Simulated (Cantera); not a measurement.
A Cantera script and what it prints.

```python
import numpy as np
import cantera as ct

gas_names = """
    C CO CO2 C2 C2O C3 C3O2 C4 C5 O O2 O3 Pb PbO Pb2
""".split()
cond_names = """
    C(gr) Pb(cr) Pb(L) PbO(rd) PbO(yw) PbO(L) PbO2(s) Pb3O4(s)
""".split()


# ... load() reads the species with a 1 bar reference pressure and builds the phases ...
atoms = {
    'PbO': {'Pb': 1, 'O': 1},
    'CO': {'C': 1, 'O': 1},
}
top_T = {'C(gr)': 4500, 'Pb3O4(s)': 820}  # K; cautious upper limits of use, not melting points


# ... equilibrate(T, P, feed) seeds the gas with the atoms and calls Mixture.equilibrate('TP', solver="vcs", rtol=1e-11, max_steps=5000) ...
results = []
feed = {'PbO': 1, 'CO': 5.2}  # mol
P = 4300  # Pa
for T in [2373, 2398, 2423, 2448, 2473, 2498, 2523, 2548, 2573, 2598, 2623]:
    mix = equilibrate(T, P, feed)
    results.append((T, P, feed, dict(zip(mix.species_names, mix.species_moles))))

top = {s: max(r[3][s] / sum(r[3][g] for g in gas_names) for r in results) for s in gas_names}
cols = sorted((s for s in top if top[s] > 1e-06), key=lambda s: -top[s])[:8]
seen = [c for c in cond_names if any(r[3].get(c, 0) > 1e-12 for r in results)]
print("log10 of partial pressures in bar; condensed amounts in mol")
print(f"{'T/K':>10s}" + "".join(f"{s[:9]:>10s}" for s in cols + seen))
for T, P, feed, n in results:
    ng = sum(n[g] for g in gas_names)
    print(f"{T:10.4g}" + "".join(f"{np.log10(max(n[s] / ng * P / 1e5, 1e-99)):10.3f}" for s in cols)
          + "".join(f"{n.get(c, 0):10.4g}" for c in seen))
```

It prints:

```
log10 of partial pressures in bar; condensed amounts in mol
       T/K        CO        Pb       CO2         O       PbO        O2       Pb2
      2373    -1.533    -2.168    -2.172    -4.505    -3.884    -4.761    -6.921
      2398    -1.533    -2.168    -2.174    -4.386    -3.854    -4.639    -6.939
      2423    -1.533    -2.169    -2.177    -4.269    -3.825    -4.521    -6.956
      2448    -1.532    -2.170    -2.180    -4.156    -3.798    -4.406    -6.973
      2473    -1.532    -2.171    -2.184    -4.045    -3.772    -4.296    -6.990
      2498    -1.531    -2.172    -2.188    -3.938    -3.748    -4.190    -7.007
      2523    -1.531    -2.173    -2.194    -3.834    -3.726    -4.088    -7.024
      2548    -1.530    -2.174    -2.200    -3.734    -3.706    -3.991    -7.041
      2573    -1.529    -2.176    -2.208    -3.637    -3.688    -3.899    -7.058
      2598    -1.528    -2.177    -2.218    -3.543    -3.672    -3.812    -7.075
      2623    -1.527    -2.179    -2.229    -3.454    -3.658    -3.731    -7.092
```

These are equilibrium values from Cantera (NASA tables, ideal gas, pure condensed phases), not measurements of a reactor. Gases not in the tables: (PbO)n polymers.
